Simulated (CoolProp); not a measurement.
Vapour-liquid equilibrium of 1-butene (1) + n-perfluorobutane (2) at 0.929 MPa; x and y are mole fractions of (1).

The numbers come from the multi-fluid Helmholtz-energy mixture model, Lemmon 2005 and Gao 2022; pair parameters Bell 2016 in CoolProp.

| x | bubble temperature, mixture model (°C) | bubble temperature, Raoult's law (°C) | y, mixture model | y, Raoult's law |
|---|---|---|---|---|
| 0.05 | 66.9 | 70.4 | 0.106 | 0.052 |
| 0.125 | 61.5 | 70.3 | 0.252 | 0.130 |
| 0.2 | 57.0 | 70.1 | 0.370 | 0.207 |
| 0.275 | 53.6 | 70.0 | 0.457 | 0.284 |
| 0.35 | 51.5 | 69.8 | 0.515 | 0.360 |
| 0.425 | 50.3 | 69.7 | 0.552 | 0.436 |
| 0.5 | 49.8 | 69.5 | 0.575 | 0.511 |
| 0.575 | 49.7 | 69.4 | 0.588 | 0.586 |
| 0.65 | 49.7 | 69.2 | 0.595 | 0.660 |
| 0.725 | 49.8 | 69.1 | 0.602 | 0.734 |
| 0.8 | 50.3 | 68.9 | 0.616 | 0.807 |
| 0.875 | 52.2 | 68.8 | 0.659 | 0.880 |
| 0.95 | 58.6 | 68.6 | 0.791 | 0.952 |

The largest gap from Raoult's law is -19.7 K in bubble temperature, at x = 0.5. y crosses x between x = 0.575 and 0.65: the model has an azeotrope there.

The pair parameters rest on a limited set of measurements; away from them the model extrapolates. With so large a gap from Raoult's law the liquid may split in two, which this calculation doesn't test in full.
